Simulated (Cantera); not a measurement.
**Silicon nitride deposition: SiH2Cl2 + N2**

Input: 1 mol SiH2Cl2, 41 mol N2, held at 1700 K.

Method: chemical equilibrium by Gibbs-energy minimisation in Cantera with the NASA 1993 tables (ideal gas, pure condensed phases). Candidate condensed phases: NH4Cl, Si, Si3N4; 28 gas species. The tables' values for SiCl3, SiCl, SiN are old estimates; treat these amounts as uncertain. Kinetics and transport are ignored.

```json
[
 {"P (Pa)": "5", "log p N2": "-4.33", "log p HCl": "-6.22", "log p SiCl2": "-6.10", "log p H2": "-6.11", "log p Si": "-6.50", "log p H": "-6.88", "n Si(l)": "0", "n Si3N4(s)": "0"},
 {"P (Pa)": "36", "log p N2": "-3.47", "log p HCl": "-5.47", "log p SiCl2": "-5.19", "log p H2": "-5.19", "log p Si": "-6.17", "log p H": "-6.43", "n Si(l)": "0.119", "n Si3N4(s)": "0"},
 {"P (Pa)": "260", "log p N2": "-2.61", "log p HCl": "-4.55", "log p SiCl2": "-4.34", "log p H2": "-4.34", "log p Si": "-6.30", "log p H": "-6.00", "n Si(l)": "0", "n Si3N4(s)": "0.0755"},
 {"P (Pa)": "1900", "log p N2": "-1.74", "log p HCl": "-3.48", "log p SiCl2": "-3.57", "log p H2": "-3.55", "log p Si": "-6.88", "log p H": "-5.61", "n Si(l)": "0", "n Si3N4(s)": "0.126"},
 {"P (Pa)": "14000", "log p N2": "-0.87", "log p HCl": "-2.46", "log p SiCl2": "-2.86", "log p H2": "-2.81", "log p Si": "-7.46", "log p H": "-5.23", "n Si(l)": "0", "n Si3N4(s)": "0.181"},
 {"P (Pa)": "100000", "log p N2": "-0.02", "log p HCl": "-1.52", "log p SiCl2": "-2.29", "log p H2": "-2.07", "log p Si": "-8.03", "log p H": "-4.86", "n Si(l)": "0", "n Si3N4(s)": "0.231"}
]
```
log p: log10 of the partial pressure in bar; n: condensed amount in mol.

At 5.00e-5 bar nothing is condensed. At 0.000360 bar the condensed part is Si(l). From 0.00260 bar to 1.00 bar the condensed part is Si3N4(s). The main Si-bearing gas is SiCl2 throughout. The share of Si in condensed phases is highest at 1.00 bar (69.3 %) and lowest at 5.00e-5 bar (0.0 %).
